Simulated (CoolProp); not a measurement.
Vapour pressure (kPa) of c-C4F8 (RC318): the reference equation beside estimates from Tc = 388.4 K, pc = 2778 kPa, ω = 0.355. Clausius-Clapeyron is anchored at 297.6 K with a constant enthalpy of vaporisation of 20.90 kJ/mol.

Values from CoolProp's reference Helmholtz-energy equation of state, Platzer 1990. This equation is an older, rougher fit; its heat capacities, sound speeds and derivatives of the liquid may be far off and weren't checked against measurements.

```
T (K)  reference  Lee-Kesler  Clausius-Clapeyron  van der Waals  Redlich-Kwong  Soave-Redlich-Kwong  Peng-Robinson
-----  ---------  ----------  ------------------  -------------  -------------  -------------------  -------------
280.2      168.6       168.8               181.7          648.4          311.8                168.7          167.9
286        207.9       208.2               218.0          717.6          367.3                208.1          206.7
291.8      253.8       254.2               259.6          791.4          429.5                254.3          252.1
297.6      307.1       307.5               307.1          869.8          498.8                308.0          304.8
303.4      368.4       368.9               360.9          953.1          575.4                369.9          365.7
309.2      438.5       439.0               421.5           1041          660.0                440.9          435.5
315        518.3       518.6               489.6           1134          752.7                521.8          515.0
320.8      608.5       608.6               565.6           1233          854.0                613.4          605.2
326.6      709.9       709.8               650.0           1336          964.2                716.5          706.8
332.4      823.4       823.0               743.4           1445           1084                832.1          820.9
338.2      950.0       949.2               846.4           1559           1213                961.0          948.5
344         1091        1089               959.4           1678           1352                 1104           1090
349.8       1246        1245                1083           1803           1501                 1263           1248
```

Absolute difference from the reference over all 13 rows, mean and median: Lee-Kesler 0.1 and 0.1 %, Clausius-Clapeyron 6.7 and 7.1 %, van der Waals 136.0 and 118.8 %, Redlich-Kwong 48.1 and 45.2 %, Soave-Redlich-Kwong 0.7 and 0.7 %, Peng-Robinson 0.5 and 0.5 %.
